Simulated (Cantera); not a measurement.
A closed system holds: 1 mol Ti, 1.5 mol CH4, 18 mol O2, at 1150 K and 45.0 Torr.

Cantera equilibrium calculation (NASA polynomials, part measured and part estimated; ideal gas, pure solids and liquids). Candidate condensed phases: C, C6H6, C7H8, C8H18, H2O, Ti, TiC, TiO, TiO2, Ti2O3, Ti3O5, Ti4O7; 113 gas species. Rates play no part.

Base state: O2 0.757, H2O 0.162, CO2 0.0811 (mole fractions); condensed: TiO2(rutile).

**Question.** What changes in the equilibrium state with this change: CH4 from 1.5 to 0.49 mol?

**Answer.** 
```csv
species,before,after
O2,0.757,0.916
H2O,0.162,0.0560
CO2,0.0811,0.0280
"TiO2(rutile), mol",1.00,1.00
```

**Question.** What changes in the equilibrium state with this change: temperature from 1150 K to 1825 K?

**Answer.** 
| species | before | after |
|---|---|---|
| O2 | 0.757 | 0.755 |
| H2O | 0.162 | 0.161 |
| CO2 | 0.0811 | 0.0809 |
| OH | 5.22e-6 | 0.00282 |
| CO | 1.94e-9 | 0.000101 |
| O | 2.95e-8 | 0.000545 |
| H2 | 3.27e-9 | 5.11e-5 |
| TiO2(rutile), mol | 1.00 | 1.000 |

**Question.** What changes in the equilibrium state with this change: temperature from 1150 K to 2048 K?

**Answer.** 
```tsv
species	before	after
O2	0.757	0.750
H2O	0.162	0.157
CO2	0.0811	0.0800
OH	5.22e-6	0.00895
CO	1.94e-9	0.000737
H	<1e-9	0.000159
O	2.95e-8	0.00339
H2	3.27e-9	0.000303
TiO2(rutile), mol	1.00	1.000
```
